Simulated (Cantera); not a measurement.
Charge: 1 mol CsOH, 0.18 mol H2O, held at 69.0 mbar.

Equilibrium computed with Cantera from the NASA thermochemical tables; the gas is ideal and each condensed phase is pure. Candidate condensed phases: Cs, CsOH, H2O; 15 gas species. Kinetics and transport are ignored.

x: gas mole fraction; nothing condenses.

```
T (K)  x CsOH  x H2O     x Cs      x O2      x OH  x Cs2(OH)2      x H2
-----  ------  -----  -------  --------  --------  ----------  --------
1373    0.844  0.153  0.00139  0.000349   1.14e-5    0.000982   9.25e-6
1448    0.842  0.154  0.00296  0.000742   2.89e-5    0.000447   1.98e-5
1523    0.838  0.155  0.00583   0.00146   6.68e-5    0.000218   3.95e-5
1598    0.830  0.157   0.0107   0.00267  0.000143    0.000113   7.48e-5
1673    0.817  0.159      ___       ___       ___         ___       ___
1748    0.798  0.164      ___       ___       ___         ___       ___
1823    0.772  0.169   0.0460    0.0114  0.000969     2.00e-5  0.000402
1898    0.736  0.177   0.0672    0.0166   0.00166     1.17e-5  0.000670
```

Complete the blanks.


- 1748, x Cs: 0.0299
- 1748, x O2: 0.00742
- 1748, x OH: 0.000540
- 1748, x Cs2(OH)2: 3.47e-5
- 1748, x H2: 0.000236
- 1673, x Cs: 0.0184
- 1673, x O2: 0.00458
- 1673, x OH: 0.000286
- 1673, x Cs2(OH)2: 6.16e-5
- 1673, x H2: 0.000135
